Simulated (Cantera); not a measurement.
An isothermal, constant-pressure homogeneous reactor starts with CO : O2 : H2O : N2 = 0.01 : 0.0058 : 0.0037 : 1 (molar parts), at 1350 K and 100.0 Torr. Integrator tolerance rtol = 1e-08.

Computed with Cantera and GRI-Mech 3.0 (53 species, 325 reactions).

```csv
quantity,before,after
x(CO) at 1.00 s,0.000352 (gas-phase equilibrium 3.93e-7),0.00357 (gas-phase equilibrium 3.45e-12)
x(O2) at 1.00 s,0.000977 (gas-phase equilibrium 0.000770),0.00260 (gas-phase equilibrium 0.000788)
x(H2O) at 1.00 s,0.00353 (gas-phase equilibrium 0.00365),0.00351 (gas-phase equilibrium 0.00365)
x(OH) at 1.00 s,4.67e-5 (gas-phase equilibrium 1.43e-6),6.69e-6 (gas-phase equilibrium 1.77e-9)
x(NO) at 1.00 s,4.43e-6 (gas-phase equilibrium 3.69e-5),5.46e-8 (gas-phase equilibrium 8.62e-7)
```

Problem. Which change was made?
(A) N2 1 to 0.43 parts
(B) temperature 1350 to 875 K
(C) pressure from 100.0 Torr to 750 Torr
(D) temperature 1350 to 923 K

Solution. D, temperature 1350 to 923 K
